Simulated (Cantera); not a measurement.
Input (Python, Cantera) and output of one run.

```python
import numpy as np
import cantera as ct

gas_names = """
    Ba BaF BaF2 F FO FO2 F2 F2O N NF NF2 NF3 NO NO2 NO3 N2 N2O O O2 O3
""".split()
cond_names = """
    Ba(cr) Ba(L) BaF2(a) BaF2(b,c) BaF2(L) BaO(s) BaO(L)
""".split()


# ... load() reads the species with a 1 bar reference pressure and builds the phases ...
atoms = {
    'BaF2': {'Ba': 1, 'F': 2},
    'O2': {'O': 2},
    'N2': {'N': 2},
}
top_T = {}  # K; cautious upper limits of use, not melting points


# ... equilibrate(T, P, feed) seeds the gas with the atoms and calls Mixture.equilibrate('TP', solver="vcs", rtol=1e-11, max_steps=5000) ...
results = []
feed = {'BaF2': 1, 'O2': 0.25, 'N2': 0.41}  # mol
T = 2075  # K
P = 450  # Pa
mix = equilibrate(T, P, feed)
results.append((T, P, feed, dict(zip(mix.species_names, mix.species_moles))))
print(gas.report(threshold=1e-05))
for i in range(1, mix.n_phases):
    print(f"{mix.phase(i).name:16s} {mix.phase_moles(i):12.5e} mol")
```

Output:

```
       temperature   2075 K
          pressure   450 Pa
           density   0.0030491 kg/m^3
  mean mol. weight   116.9 kg/kmol
   phase of matter   gas

                          1 kg             1 kmol
                     ---------------   ---------------
          enthalpy       -3.3776e+06       -3.9484e+08  J
   internal energy       -3.5252e+06       -4.1209e+08  J
           entropy              3454        4.0377e+05  J/K
    Gibbs function       -1.0545e+07       -1.2327e+09  J
 heat capacity c_p            423.26             49478  J/K
 heat capacity c_v            352.13             41164  J/K

                      mass frac. Y      mole frac. X     chem. pot. / RT
                     ---------------   ---------------   ---------------
               BaF         0.0007776        0.00058148            -65.92
              BaF2           0.89911           0.59949           -96.117
                 F        9.4509e-05        0.00058152           -30.197
                NO          0.001107         0.0043127           -35.057
                N2          0.058442           0.24387            -33.88
                 O        0.00090418         0.0066065           -18.117
                O2          0.039569           0.14456           -36.233
     [  +13 minor]        1.8273e-07        4.2988e-07

Ba(L)             0.00000e+00 mol
BaF2(L)           0.00000e+00 mol
BaO(s)            0.00000e+00 mol
```

These are equilibrium values from Cantera (NASA tables, ideal gas, pure condensed phases), not measurements of a reactor.
